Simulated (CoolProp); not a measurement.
Octamethylcyclotetrasiloxane (D4) along the isotherm 346.85 °C: fugacity coefficient from the reference equation and from simpler models built on Tc = 313.4 °C, pc = 1.347 MPa, ω = 0.598; each cubic takes its own stable root.

Computed with CoolProp (reference Helmholtz-energy equation of state, Thol 2015).

```json
[
 {"p (MPa)": "0.421", "phase": "gas", "reference": "0.9128"},
 {"p (MPa)": "0.842", "phase": "gas", "reference": "0.8285"},
 {"p (MPa)": "1.26", "phase": "gas", "reference": "0.7471"},
 {"p (MPa)": "1.68", "phase": "supercritical", "reference": "0.6669"},
 {"p (MPa)": "2.11", "phase": "supercritical", "reference": "0.5873"},
 {"p (MPa)": "2.53", "phase": "supercritical", "reference": "0.5227"},
 {"p (MPa)": "2.95", "phase": "supercritical", "reference": "0.4738"},
 {"p (MPa)": "3.37", "phase": "supercritical", "reference": "0.4366"}
]
```

Problem. How far does each simpler model (Redlich-Kwong, Peng-Robinson) lie from the reference over these 8 states: mean and median of the absolute difference, and the worst?

Solution. 
- Redlich-Kwong: mean 1.6 %, median 1.8 %, worst -2.9 % at 346.85 °C and 2.11 MPa
- Peng-Robinson: mean 1.0 %, median 1.0 %, worst -1.7 % at 346.85 °C and 1.68 MPa
